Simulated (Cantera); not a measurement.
**Thermodynamics of silicon oxide and oxynitride deposition, feed SiF4 + NO**

Input: 1 mol SiF4, 0.8 mol NO, equilibrated at 925 °C and 0.150 bar.

These are equilibrium values from Cantera (NASA tables, ideal gas, pure condensed phases), not measurements of a reactor. Candidate condensed phases: Si, SiO2, Si2N2O, Si3N4; 28 gas species. The numbers say what is thermodynamically allowed, not how fast it happens.

```json
{
 "x(SiF4)": "0.556",
 "x(N2)": "0.222",
 "x(O2)": "0.222",
 "x(NO)": "0.000105",
 "gas_amount": "1.800 mol",
 "log10 activity of Si(s) (absent)": "-28.85"
}
```
